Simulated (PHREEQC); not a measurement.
NH3 is added in steps, without added water, to 1 kg of water holding 0.0019 mol/kgw HF, 0.00023 mol/kgw NaF and 0.0062 mol/kgw (NH4)2SiF6, at 25 °C. Oxygen alone is held at its pressure in air (log pO2 = -0.68). CO2 from the air is kept out. Solids allowed: Chalcedony. Others were left out.

Base run: PHREEQC, ion-association model, wateq4f.dat. Each further column changes one thing. The table gives Si in solution (mol/kgw).

```tsv
NH3 added (mol)	base	metal-ligand complexes left out	database phreeqc.dat	Debye-Hückel limiting law	all activity coefficients set to 1
0	0.00619	0.00619	0.00591	0.00620	0.00617
0.003	0.00583	0.00583	0.00557	0.00584	0.00582
0.0075	0.00486	0.00486	0.00463	0.00487	0.00485
0.0105	0.00416	0.00416	0.00394	0.00416	0.00415
0.015	0.00307	0.00307	0.00286	0.00308	0.00306
0.018	0.00234	0.00234	0.00214	0.00234	0.00233
0.0225	0.00124	0.00124	0.00105	0.00125	0.00124
0.0255	0.000522	0.000522	0.000333	0.000526	0.000520
0.03	0.000286	0.000286	0.000107	0.000289	0.000287
0.033	0.000294	0.000294	0.000110	0.000298	0.000294
0.0375	0.000306	0.000306	0.000114	0.000310	0.000304
0.0405	0.000314	0.000314	0.000117	0.000319	0.000311
0.045	0.000326	0.000326	0.000122	0.000331	0.000320
0.048	0.000334	0.000334	0.000125	0.000339	0.000327
```

SiF6-2 is the database's only silicon fluoride. phreeqc.dat and wateq4f.dat share most of their constants, so their agreement is no independent check. Solids allowed in the column 'database phreeqc.dat': Quartz.
